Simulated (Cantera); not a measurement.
An isothermal, constant-pressure homogeneous reactor starts with H2 : O2 : H2O = 0.01 : 1 : 0.051 (molar parts), equivalence ratio 0.0050, at 1150 K and 910 Pa.

Model: the H2/O2 subset of GRI-Mech 3.0, which has no nitrogen chemistry, integrated in Cantera. Radical loss at walls, strong at low pressure, is not modelled.

x: mole fraction; the columns are a selection and need not sum to one.

```tsv
t (s)	x H2	x O2	x H2O	x HO2	x H	x O	x H2O2
1.00e-6	0.00943	0.943	0.0481	2.12e-12	2.06e-12	<1e-12	<1e-12
7.04e-6	0.00943	0.943	0.0481	1.49e-11	1.40e-11	<1e-12	<1e-12
4.95e-5	0.00943	0.943	0.0481	1.05e-10	7.79e-11	2.54e-11	<1e-12
0.000348	0.00943	0.943	0.0481	7.41e-10	2.41e-10	6.19e-10	<1e-12
0.00245	0.00943	0.943	0.0481	5.32e-9	3.32e-9	2.44e-8	2.33e-12
0.0172	0.00109	0.935	0.0551	2.14e-6	0.000936	0.00573	1.01e-7
0.121	9.30e-5	0.939	0.0570	1.37e-6	0.000244	0.00281	6.13e-8
0.853	…	0.942	0.0576	…	…	…	…
6.00	3.35e-7	0.942	0.0577	2.32e-8	5.48e-8	1.04e-5	4.43e-9
```

Task: Fill in the missing entries.

Result: 
- 0.853, x H2: 7.25e-6
- 0.853, x HO2: 2.91e-7
- 0.853, x H: 5.37e-6
- 0.853, x O: 0.000221
- 0.853, x H2O2: 2.64e-8
